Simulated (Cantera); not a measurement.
**Low-pressure radical oxidation in H2/O2**

An isothermal, constant-pressure homogeneous reactor starts with 2.82 % H2, 97.2 % O2, equivalence ratio 0.015, at 925 K and 20.0 Torr.

Model: the H2/O2 subset of GRI-Mech 3.0, which has no nitrogen chemistry, integrated in Cantera. Radical loss at walls, strong at low pressure, is not modelled. Below about 950 K walls govern HO2 and H2O2 in real vessels.

```tsv
t (s)	x H2	x O2	x O	x HO2	x H	x H2O	x OH
0.000800	0.0282	0.972	1.10e-10	5.49e-11	5.73e-11	1.30e-10	4.94e-11
0.00295	0.0282	0.972	3.98e-8	3.73e-9	1.82e-8	6.14e-8	1.66e-8
0.0109	0.00326	0.965	0.00478	1.48e-5	0.00272	0.0232	0.00113
0.0400	0.000109	0.971	0.000342	3.38e-6	1.71e-5	0.0284	0.000103
0.147	1.34e-5	0.971	3.28e-5	7.48e-7	4.45e-7	0.0286	2.79e-5
0.543	1.57e-6	0.971	3.47e-6	1.33e-7	1.58e-8	0.0286	9.36e-6
2.00	1.13e-7	0.971	4.53e-7	2.11e-8	7.50e-10	0.0286	3.46e-6
7.37	4.10e-9	0.971	7.65e-8	3.82e-9	5.13e-11	0.0286	1.42e-6
27.1	3.30e-10	0.971	1.63e-8	8.52e-10	5.00e-12	0.0286	6.54e-7
100	6.93e-11	0.971	3.93e-9	2.31e-10	<1e-12	0.0286	3.20e-7
```
x: mole fraction; the columns are a selection and need not sum to one.

Equilibrium at this temperature and pressure: H2 1.40e-12, O2 0.971, O 8.14e-11, HO2 1.74e-10, H <1e-12, H2O 0.0286, OH 4.59e-8 (gas phase only).
